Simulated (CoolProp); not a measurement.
A single-stage vapour-compression cycle with the fluoroketone C6F12O (FK-5-1-12): evaporating at 318.15 K (dew point), condensing at 388.15 K (bubble point), superheat 10 K, subcooling 0 K, compressor efficiency 0.8, no pressure losses. Each further row changes one setting.

The numbers come from the reference Helmholtz-energy equation of state, McLinden 2015 in CoolProp.

```tsv
case	cooling COP	pressure ratio	discharge temperature (K)	refrigerating effect (kJ/kg)	volumetric capacity (kJ/m³)
as stated	0.972	7.25	388.1	16.5	177
evaporating temperature 323.15 K	1.31	?	388.1	20.7	263
condensing temperature 383.15 K	1.38	?	383.2	22.7	243
subcooling 5 K	1.33	7.25	388.1	22.7	243
superheat 20 K	?	7.25	388.1	25.6	?
compressor efficiency 0.7	0.851	7.25	388.1	16.5	177
```

Question: Some entries are withheld; supply them.

Answer: 
- evaporating temperature 323.15 K, pressure ratio: 6.08
- condensing temperature 383.15 K, pressure ratio: 6.47
- superheat 20 K, cooling COP: 1.36
- superheat 20 K, volumetric capacity (kJ/m³): 265

The compression ends wet for: as stated; evaporating temperature 323.15 K; condensing temperature 383.15 K; subcooling 5 K; superheat 20 K; compressor efficiency 0.7.
